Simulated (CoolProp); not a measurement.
Vapour-liquid equilibrium of propane (1) + c-C4F8 (RC318) (2) at 259.9 K; x and y are mole fractions of (1).

Model: multi-fluid Helmholtz-energy mixture model, Lemmon 2009 and Platzer 1990; pair parameters Bell 2016, in CoolProp. This equation is an older, rougher fit; its heat capacities, sound speeds and derivatives of the liquid may be far off and weren't checked against measurements.

Question: Give the bubble pressure and the first vapour's composition at x = 0.05, 0.35, 0.75. Is there an azeotrope?

Answer: x = 0.05: 115.0 kPa, y = 0.374; x = 0.35: 254.9 kPa, y = 0.768; x = 0.75: 300.2 kPa, y = 0.854. No azeotrope shows between x = 0.05 and 0.95.

The pair parameters rest on a limited set of measurements; away from them the model extrapolates. With so large a gap from Raoult's law the liquid may split in two, which this calculation doesn't test in full.
